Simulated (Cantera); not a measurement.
Thermodynamics of nitride etching, feed Si₃N₄ + H₂

Input: 1 mol Si₃N₄, 25 mol H₂, equilibrated at 0.0450 Torr.

Cantera equilibrium calculation (NASA polynomials, part measured and part estimated; ideal gas, pure solids and liquids). Candidate condensed phases: Si, Si₃N₄; 18 gas species. Mutual solubility and eutectic melting of coexisting phases are not modelled. The tables' values for SiN are old estimates; treat these amounts as uncertain. Gases not in the tables: Si₂H₆ and higher silanes. Kinetics and transport are ignored.

From 900 K to 1000 K the condensed part is Si₃N₄(s). From 1100 K to 1300 K the condensed part is Si(s) + Si₃N₄(s). From 1400 K to 1600 K the condensed part is Si(s). At 1700 K the condensed part is Si(l).

| T (K) | x H₂ | x N₂ | x H | x Si | x SiH | n Si₃N₄(s) | n Si(s) | n Si(l) |
|---|---|---|---|---|---|---|---|---|
| 900 | 1.00 | 1.85e-9 | 1.51e-8 | <1e-12 | <1e-12 | 1.00 | 0 | 0 |
| 1000 | 1.000 | 2.72e-7 | 2.93e-7 | 2.96e-12 | 1.59e-12 | 1.000 | 0 | 0 |
| 1100 | 1.000 | 1.60e-5 | 3.34e-6 | 3.94e-10 | 9.20e-11 | 1.000 | 0.000601 | 0 |
| 1200 | 0.999 | 0.000475 | 2.55e-5 | 2.31e-8 | 2.69e-9 | 0.994 | 0.0178 | 0 |
| 1300 | 0.992 | 0.00829 | 0.000142 | 7.22e-7 | 4.62e-8 | 0.895 | 0.314 | 0 |
| 1400 | 0.925 | 0.0741 | 0.000604 | 1.37e-5 | 5.10e-7 | 0 | 3.00 | 0 |
| 1500 | 0.924 | 0.0740 | 0.00218 | 0.000175 | 4.19e-6 | 0 | 3.00 | 0 |
| 1600 | 0.918 | 0.0737 | 0.00672 | 0.00163 | 2.63e-5 | 0 | 2.95 | 0 |
| 1700 | 0.898 | 0.0725 | 0.0180 | 0.0113 | 0.000128 | 0 | 0 | 2.68 |
x: gas mole fraction; n: condensed amount in mol.
